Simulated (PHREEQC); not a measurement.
1 kg of water holding 0.013 mol/kgw NaCl and 0.22 mol/kgw K2SO4 is evaporated at 40 °C; the solids stay in contact with the brine. CO2 from the air is kept out. The run lets Arcanite, Glaserite, Halite, Mirabilite, Misenite, Sylvite, Thenardite precipitate or redissolve, and no other solid.

All values are PHREEQC results (Pitzer model, pitzer.dat), not measurements.

**Question.** Predict ionic strength, Arcanite (mol) at water left (kg) = 0.3082, 0.2533, 0.07809, 0.03564, 0.007427.

**Answer.** 
| water left (kg) | ionic strength | Arcanite (mol) |
|---|---|---|
| 0.3082 | 2.18 | 0 |
| 0.2533 | 2.39 | 0.0224 |
| 0.07809 | 2.56 | 0.158 |
| 0.03564 | 2.84 | 0.191 |
| 0.007427 | 3.88 | 0.206 |

Away from 25 °C the constants follow the database's enthalpies or fits; those with neither stay at their 25 °C values.
